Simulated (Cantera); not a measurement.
# Adiabatic ignition

An adiabatic, constant-pressure homogeneous reactor starts with 7.40 % CH₃OH, 19.5 % O₂, 73.2 % N₂, equivalence ratio 0.57, at 1100 K and 3750 Torr.

Model: GRI-Mech 3.0 (53 species, 325 reactions), integrated in Cantera. GRI-Mech 3.0 was tuned for natural gas; its chemistry of methanol as a main component is partial and can be far from experiment.

```csv
t (s),T (K),x CH₃OH,x O₂,x H₂,x OH,x CO₂
3.00e-6,1100,0.0740,0.195,7.83e-10,1.14e-11,1.10e-10
1.05e-5,1100,0.0740,0.195,2.90e-9,1.15e-11,3.86e-10
3.70e-5,1100,0.0740,0.195,1.07e-8,1.17e-11,1.36e-9
0.000130,1100,0.0740,0.195,3.89e-8,1.17e-11,4.76e-9
0.000456,1100,0.0740,0.195,1.41e-7,1.21e-11,1.67e-8
0.00160,1100,0.0740,0.195,5.64e-7,1.85e-11,5.88e-8
0.00562,1100,0.0740,0.195,4.20e-6,1.24e-10,2.07e-7
0.0197,2296,<1e-12,0.0796,0.000452,0.00450,0.0699
0.0693,2285,<1e-12,0.0768,0.000433,0.00428,0.0700
0.243,2281,<1e-12,0.0756,0.000425,0.00419,0.0700
0.854,2281,<1e-12,0.0756,0.000425,0.00419,0.0700
3.00,2281,<1e-12,0.0756,0.000425,0.00419,0.0700
```
x: mole fraction; the columns are a selection and need not sum to one.

- time of steepest temperature rise = 17.6 ms
- temperature at 3.00 s = 2281 K
- equilibrium temperature = 2281 K
- x(CH₃OH) at 3.00 s = <1e-12 (gas-phase equilibrium <1e-12)
- x(O₂) at 3.00 s = 0.0756 (gas-phase equilibrium 0.0756)
- x(H₂) at 3.00 s = 0.000425 (gas-phase equilibrium 0.000425)
